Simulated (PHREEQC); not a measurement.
# Buffer

Solution (25 °C): 0.0033 mol/kgw HF, 0.6 mol/kgw Na2CO3 and 0.00225 mol/kgw KCl. Closed to the air; pH follows from the charge balance.

Equilibrium calculation in PHREEQC: ion-association model, phreeqc.dat.

This is a speciation only: nothing precipitates in the calculation.

Q: What pH, ionic strength does the model give?

A: pH 11.27; ionic strength 0.946 mol/kgw.

Q: In which forms is F present?

A: F- 87 %, NaF 13 % of the F.

The ionic strength is past about 0.7 mol/kgw, beyond the range of this activity model, so the values are rough.
